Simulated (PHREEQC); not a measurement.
Make-up at 25 °C: 0.25 mol HF, 0.00099 mol (CH3)4NF, 2.6e-05 mol H4SiO4 and 0.0073 mol H2SO4 per kg of water. Closed to the air; pH follows from the charge balance.

Model: ion-association model, phreeqc.dat, run in PHREEQC.

This is a speciation only: nothing precipitates in the calculation.

**Question.** Predict the pH, ionic strength.

**Answer.** pH 1.66; ionic strength 0.0291 mol/kgw.

**Question.** In which forms is F present?

**Answer.** HF 91 %, HF2- 5.8 %, F- 3.3 % of the F.

Species that the database lacks are ignored. (CH3)4N+ isn't in the database: it is added as a free cation with an ion size of 4 Å. SiF6-2 is the database's only silicon fluoride.
